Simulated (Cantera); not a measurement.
**Transport properties of process gases**

Gas mixture: 31.4 % CO2, 2.55 % H2, 30.3 % C2H6, 35.8 % CH4, at 460000 Pa, frozen composition.

Cantera's kinetic-theory transport with the Lennard-Jones parameters of GRI-Mech 3.0, ideal gas; thermal conductivity in the multicomponent form. The composition is frozen, though it would react at the higher temperatures.

| T (K) | ρ (kg/m³) | cp (J/kg/K) | μ (µPa s) | λ (mW/m/K) | Pr | D (cm²/s) H2 | D (cm²/s) CH3 | D (cm²/s) CH4 |
|---|---|---|---|---|---|---|---|---|
| 400 | 3.97 | 1670 | 15.8 | 38.3 | 0.690 | 0.237 | 0.0705 | 0.0639 |
| 550 | 2.89 | 2031 | 20.6 | 59.8 | 0.701 | 0.408 | 0.124 | 0.113 |
| 700 | 2.27 | 2349 | 24.9 | 82.9 | 0.705 | 0.612 | 0.190 | 0.173 |
| 850 | 1.87 | 2605 | 28.7 | 106 | 0.706 | 0.847 | 0.265 | 0.242 |
| 1000 | 1.59 | 2832 | 32.2 | 129 | 0.706 | 1.11 | 0.349 | 0.319 |
| 1150 | 1.38 | 3015 | 35.5 | 152 | 0.705 | 1.40 | 0.442 | 0.404 |
| 1300 | 1.22 | 3168 | 38.6 | 174 | 0.705 | 1.72 | 0.543 | 0.497 |
| 1450 | 1.10 | 3296 | 41.6 | 195 | 0.704 | 2.06 | 0.652 | 0.597 |
D: mixture-averaged diffusion coefficient of that species in the mixture.
